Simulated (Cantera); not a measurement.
What does this Cantera script print?

```python
import numpy as np
import cantera as ct

gas = ct.Solution("gri30.yaml")
gas.TPX = 1450, 100000, {'CH4': 1, 'O2': 1.82, 'N2': 6.84}
reactor = ct.IdealGasConstPressureReactor(gas, energy="on", clone=False)
net = ct.ReactorNet([reactor])
net.rtol, net.atol = 1e-08, 1e-16
show = ['CH4', 'O2', 'CH2', 'C2H', 'H2O2', 'NO']
times = np.geomspace(1e-06, 3, 15)

steps = ct.SolutionArray(gas, extra=["t"])
rows = []
print(f"{'t/s':>10s}{'T/K':>9s}{'P/Pa':>11s}" + "".join(f"{s:>11s}" for s in show))
for t in times:
    while net.time < t:
        t_next = net.step()
        steps.append(gas.state, t=t_next)
    rows.append([np.interp(t, steps.t, y) for y in (steps.T, steps.P, *steps(*show).X.T)])
    print(f"{t:10.3e}{rows[-1][0]:9.1f}{rows[-1][1]:11.4g}" + "".join(f"{x:11.3e}" for x in rows[-1][2:]))
rate = np.gradient(steps.T, steps.t)
print("integrator steps:", len(steps.t))
if steps.T.max() > steps.T[0] + 200:
    print(f"time of steepest temperature rise: {steps.t[rate.argmax()]:.4e} s")
gas.TPX = 1450, 100000, {'CH4': 1, 'O2': 1.82, 'N2': 6.84}
gas.equilibrate("HP")
print(f"equilibrium (HP): T = {gas.T:.1f} K  " + "  ".join(f"{s} {gas[s].X[0]:.3e}" for s in show))
```

Output:

```
       t/s      T/K       P/Pa        CH4         O2        CH2        C2H       H2O2         NO
 1.000e-06   1450.0      1e+05  1.035e-01  1.884e-01  7.008e-16  1.713e-31  1.040e-10  2.007e-18
 2.902e-06   1450.0      1e+05  1.035e-01  1.884e-01  4.260e-15  6.346e-29  8.192e-10  1.544e-17
 8.420e-06   1450.0      1e+05  1.035e-01  1.884e-01  2.127e-14  1.421e-26  5.732e-09  6.702e-17
 2.443e-05   1450.0      1e+05  1.035e-01  1.884e-01  1.599e-13  3.378e-24  3.058e-08  2.794e-16
 7.089e-05   1450.0      1e+05  1.035e-01  1.884e-01  1.915e-12  1.160e-21  1.060e-07  1.570e-15
 2.057e-04   1450.0      1e+05  1.035e-01  1.884e-01  3.726e-11  7.995e-19  2.084e-07  1.494e-14
 5.969e-04   1451.2      1e+05  1.030e-01  1.881e-01  5.488e-10  8.555e-16  3.568e-07  1.950e-13
 1.732e-03   1488.4      1e+05  9.470e-02  1.822e-01  2.587e-08  7.051e-12  5.326e-06  9.149e-12
 5.026e-03   2735.3      1e+05  5.297e-15  1.225e-02  3.281e-14  3.436e-19  1.962e-07  6.209e-03
 1.458e-02   2733.2      1e+05  5.433e-15  1.190e-02  3.282e-14  3.449e-19  1.926e-07  7.353e-03
 4.232e-02   2733.2      1e+05  5.433e-15  1.190e-02  3.282e-14  3.449e-19  1.926e-07  7.354e-03
 1.228e-01   2733.2      1e+05  5.433e-15  1.190e-02  3.282e-14  3.449e-19  1.926e-07  7.354e-03
 3.563e-01   2733.2      1e+05  5.433e-15  1.190e-02  3.282e-14  3.449e-19  1.926e-07  7.354e-03
 1.034e+00   2733.2      1e+05  5.433e-15  1.190e-02  3.282e-14  3.449e-19  1.926e-07  7.354e-03
 3.000e+00   2733.2      1e+05  5.433e-15  1.190e-02  3.282e-14  3.449e-19  1.926e-07  7.354e-03
integrator steps: 1985
time of steepest temperature rise: 2.0736e-03 s
equilibrium (HP): T = 2733.2 K  CH4 6.983e-15  O2 1.190e-02  CH2 3.506e-14  C2H 3.663e-19  H2O2 1.926e-07  NO 7.354e-03
```

Model: GRI-Mech 3.0 (53 species, 325 reactions), integrated in Cantera.
